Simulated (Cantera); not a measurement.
What does this Cantera script print?

```python
import numpy as np
import cantera as ct

gas_names = [...]  # 47 gases of nasa_gas.yaml made of Cl, H, N, O, Si
cond_names = """
    H2O(s) H2O(L) NH4CL(a) NH4CL(b) Si(cr) Si(L) SiO2(Lqz) SiO2(hqz) SiO2(L) Si2N2O(s) Si3N4(a)
""".split()


# ... load() reads the species with a 1 bar reference pressure and builds the phases ...
atoms = {
    'SiH2Cl2': {'Si': 1, 'H': 2, 'CL': 2},
    'H2O': {'H': 2, 'O': 1},
    'N2': {'N': 2},
}
top_T = {'Si2N2O(s)': 2100, 'Si3N4(a)': 2400}  # K; cautious upper limits of use, not melting points


# ... equilibrate(T, P, feed) seeds the gas with the atoms and calls Mixture.equilibrate('TP', solver="vcs", rtol=1e-11, max_steps=5000) ...
results = []
feed = {'SiH2Cl2': 1, 'H2O': 0.16, 'N2': 71}  # mol
P = 13332.2  # Pa
for T in [825, 900, 975, 1050, 1125, 1200, 1275, 1350, 1425, 1500, 1575, 1650, 1725]:
    mix = equilibrate(T, P, feed)
    results.append((T, P, feed, dict(zip(mix.species_names, mix.species_moles))))

top = {s: max(r[3][s] / sum(r[3][g] for g in gas_names) for r in results) for s in gas_names}
cols = sorted((s for s in top if top[s] > 0.001), key=lambda s: -top[s])[:9]
seen = [c for c in cond_names if any(r[3].get(c, 0) > 1e-12 for r in results)]
print("log10 of partial pressures in bar; condensed amounts in mol")
print(f"{'T/K':>10s}" + "".join(f"{s[:9]:>10s}" for s in cols + seen))
for T, P, feed, n in results:
    ng = sum(n[g] for g in gas_names)
    print(f"{T:10.4g}" + "".join(f"{np.log10(max(n[s] / ng * P / 1e5, 1e-99)):10.3f}" for s in cols)
          + "".join(f"{n.get(c, 0):10.4g}" for c in seen))
```

Result:

```
log10 of partial pressures in bar; condensed amounts in mol
       T/K        N2       HCL        H2     SiCL2     SiCL4 Si2N2O(s)  Si3N4(a)
       825    -0.887    -2.569    -3.106   -11.346    -3.612      0.16    0.1824
       900    -0.888    -2.551    -3.138    -9.876    -3.664      0.16    0.1873
       975    -0.888    -2.538    -3.164    -8.637    -3.710      0.16    0.1912
      1050    -0.888    -2.528    -3.187    -7.579    -3.751      0.16    0.1943
      1125    -0.888    -2.520    -3.206    -6.666    -3.789      0.16    0.1967
      1200    -0.888    -2.514    -3.221    -5.872    -3.827      0.16    0.1984
      1275    -0.888    -2.510    -3.231    -5.180    -3.873      0.16    0.1989
      1350    -0.888    -2.510    -3.232    -4.582    -3.943      0.16    0.1966
      1425    -0.888    -2.517    -3.214    -4.082    -4.073      0.16    0.1884
      1500    -0.888    -2.538    -3.167    -3.693    -4.308      0.16    0.1706
      1575    -0.888    -2.578    -3.094    -3.417    -4.667    0.1597    0.1428
      1650    -0.888    -2.638    -3.013    -3.227    -5.115    0.1577    0.1097
      1725    -0.888    -2.712    -2.939    -3.096    -5.604    0.1461   0.07871
```

Method: chemical equilibrium by Gibbs-energy minimisation in Cantera with the NASA 1993 tables (ideal gas, pure condensed phases). N2 is the only nitrogen source here; it is nearly inert below about 1500 K, so the nitride shown seldom forms there in practice. Mutual solubility and eutectic melting of coexisting phases are not modelled. The tables' values for SiCl3 are old estimates; treat these amounts as uncertain.
